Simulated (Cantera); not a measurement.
**Thermodynamics of titanium nitride, carbide and oxide coatings, feed Ti + C3H8 + H2**

A closed system holds: 1 mol Ti, a varied amount of C3H8, 14 mol H2, equilibrated at 1175 K and 97.5 Torr.

Method: chemical equilibrium by Gibbs-energy minimisation in Cantera with the NASA 1993 tables (ideal gas, pure condensed phases). Candidate condensed phases: C, C6H6, C7H8, C8H18, Ti, TiC; 77 gas species. Mutual solubility and eutectic melting of coexisting phases are not modelled. TiC: taken at fixed stoichiometry. Condensed phases not in the tables: N, O or C dissolved in the metal. The numbers say what is thermodynamically allowed, not how fast it happens.

```json
[
 {"n(C3H8) (mol)": "0.32", "log p H2": "-0.89", "log p CH4": "-11.08", "log p H": "-7.35", "log p C2H4": "<-12", "log p C2H2 (acetylene)": "<-12", "n Ti(β)": "0.0400", "n TiC(s)": "0.960", "n C(graphite)": "0"},
 {"n(C3H8) (mol)": "0.46", "log p H2": "-0.89", "log p CH4": "-3.49", "log p H": "-7.36", "log p C2H4": "-7.71", "log p C2H2 (acetylene)": "-8.08", "n Ti(β)": "0", "n TiC(s)": "1.00", "n C(graphite)": "0.341"},
 {"n(C3H8) (mol)": "0.61", "log p H2": "-0.89", "log p CH4": "-3.49", "log p H": "-7.36", "log p C2H4": "-7.71", "log p C2H2 (acetylene)": "-8.08", "n Ti(β)": "0", "n TiC(s)": "1.00", "n C(graphite)": "0.789"},
 {"n(C3H8) (mol)": "0.76", "log p H2": "-0.89", "log p CH4": "-3.49", "log p H": "-7.36", "log p C2H4": "-7.71", "log p C2H2 (acetylene)": "-8.08", "n Ti(β)": "0", "n TiC(s)": "1.00", "n C(graphite)": "1.24"},
 {"n(C3H8) (mol)": "0.91", "log p H2": "-0.89", "log p CH4": "-3.49", "log p H": "-7.36", "log p C2H4": "-7.71", "log p C2H2 (acetylene)": "-8.08", "n Ti(β)": "0", "n TiC(s)": "1.00", "n C(graphite)": "1.69"},
 {"n(C3H8) (mol)": "1.1", "log p H2": "-0.89", "log p CH4": "-3.49", "log p H": "-7.36", "log p C2H4": "-7.71", "log p C2H2 (acetylene)": "-8.08", "n Ti(β)": "0", "n TiC(s)": "1.00", "n C(graphite)": "2.25"},
 {"n(C3H8) (mol)": "1.2", "log p H2": "-0.89", "log p CH4": "-3.49", "log p H": "-7.36", "log p C2H4": "-7.71", "log p C2H2 (acetylene)": "-8.08", "n Ti(β)": "0", "n TiC(s)": "1.00", "n C(graphite)": "2.55"},
 {"n(C3H8) (mol)": "1.4", "log p H2": "-0.89", "log p CH4": "-3.49", "log p H": "-7.36", "log p C2H4": "-7.71", "log p C2H2 (acetylene)": "-8.08", "n Ti(β)": "0", "n TiC(s)": "1.00", "n C(graphite)": "3.15"},
 {"n(C3H8) (mol)": "1.5", "log p H2": "-0.89", "log p CH4": "-3.49", "log p H": "-7.36", "log p C2H4": "-7.71", "log p C2H2 (acetylene)": "-8.08", "n Ti(β)": "0", "n TiC(s)": "1.00", "n C(graphite)": "3.45"},
 {"n(C3H8) (mol)": "1.7", "log p H2": "-0.89", "log p CH4": "-3.49", "log p H": "-7.36", "log p C2H4": "-7.71", "log p C2H2 (acetylene)": "-8.08", "n Ti(β)": "0", "n TiC(s)": "1.00", "n C(graphite)": "4.05"},
 {"n(C3H8) (mol)": "1.8", "log p H2": "-0.89", "log p CH4": "-3.49", "log p H": "-7.36", "log p C2H4": "-7.71", "log p C2H2 (acetylene)": "-8.08", "n Ti(β)": "0", "n TiC(s)": "1.00", "n C(graphite)": "4.35"}
]
```
log p: log10 of the partial pressure in bar; n: condensed amount in mol.

At 0.32 mol C3H8 the condensed part is Ti(β) + TiC(s). From 0.46 mol C3H8 to 1.8 mol C3H8 the condensed part is C(graphite) + TiC(s).
